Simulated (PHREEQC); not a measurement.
Consider water at 25 °C with 0.0059 mol/kgw (CH3)4NCl, 0.00032 mol/kgw MnSO4 and 0.00081 mol/kgw Sr(OH)2. Closed to the air; pH follows from the charge balance.

Computed with PHREEQC (ion-association model, phreeqc.dat).

Precipitation was switched off in this run.

### Question
Predict the pH.

### Answer
pH 11.09.

### Question
In which forms is Mn present?

### Answer
MnOH+ 69 %, Mn+2 29 %, MnSO4 0.7 %, Mn(OH)3- 0.7 % of the Mn.

Examples of supersaturated solids here: Pyrochroite. Others may be too. (CH3)4N+ isn't in the database: it is added as a free cation with an ion size of 4 Å.
